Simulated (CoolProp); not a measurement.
Vapour-liquid equilibrium of n-heptane (1) + n-dodecane (2) at 0.0423 MPa; x and y are mole fractions of (1).

Model: multi-fluid Helmholtz-energy mixture model, Span 2003 and Lemmon 2004; pair parameters Bell 2016, in CoolProp.

```json
[
 {"x": "0.05", "bubble temperature (K)": "436.0", "y at the bubble point": "0.467", "dew temperature at overall composition x (K)": "454.1", "liquid density (mol/L)": "3.826"},
 {"x": "0.125", "bubble temperature (K)": "413.0", "y at the bubble point": "…", "dew temperature at overall composition x (K)": "451.4", "liquid density (mol/L)": "4.046"},
 {"x": "0.2", "bubble temperature (K)": "396.9", "y at the bubble point": "0.888", "dew temperature at overall composition x (K)": "448.5", "liquid density (mol/L)": "4.241"},
 {"x": "0.275", "bubble temperature (K)": "385.4", "y at the bubble point": "0.937", "dew temperature at overall composition x (K)": "445.4", "liquid density (mol/L)": "4.424"},
 {"x": "0.35", "bubble temperature (K)": "376.8", "y at the bubble point": "0.962", "dew temperature at overall composition x (K)": "442.0", "liquid density (mol/L)": "4.602"},
 {"x": "0.425", "bubble temperature (K)": "…", "y at the bubble point": "0.975", "dew temperature at overall composition x (K)": "438.3", "liquid density (mol/L)": "4.779"},
 {"x": "0.5", "bubble temperature (K)": "364.7", "y at the bubble point": "0.983", "dew temperature at overall composition x (K)": "434.1", "liquid density (mol/L)": "4.960"},
 {"x": "0.575", "bubble temperature (K)": "360.3", "y at the bubble point": "0.989", "dew temperature at overall composition x (K)": "429.5", "liquid density (mol/L)": "5.145"},
 {"x": "0.65", "bubble temperature (K)": "356.6", "y at the bubble point": "0.992", "dew temperature at overall composition x (K)": "424.2", "liquid density (mol/L)": "5.338"},
 {"x": "0.725", "bubble temperature (K)": "353.5", "y at the bubble point": "0.995", "dew temperature at overall composition x (K)": "…", "liquid density (mol/L)": "5.539"},
 {"x": "0.8", "bubble temperature (K)": "350.7", "y at the bubble point": "…", "dew temperature at overall composition x (K)": "409.9", "liquid density (mol/L)": "5.751"},
 {"x": "0.875", "bubble temperature (K)": "348.2", "y at the bubble point": "0.998", "dew temperature at overall composition x (K)": "399.2", "liquid density (mol/L)": "5.975"},
 {"x": "0.95", "bubble temperature (K)": "345.8", "y at the bubble point": "0.999", "dew temperature at overall composition x (K)": "381.2", "liquid density (mol/L)": "6.213"}
]
```

Complete the blanks.


- 0.125, y at the bubble point: 0.773
- 0.425, bubble temperature (K): 370.1
- 0.725, dew temperature at overall composition x (K): 417.8
- 0.8, y at the bubble point: 0.997

No azeotrope shows between x = 0.05 and 0.95.

The pair parameters rest on a limited set of measurements; away from them the model extrapolates. The gap from Raoult's law changes sign with composition, which may be real or a fault of the pair parameters; it wasn't checked against measurements.
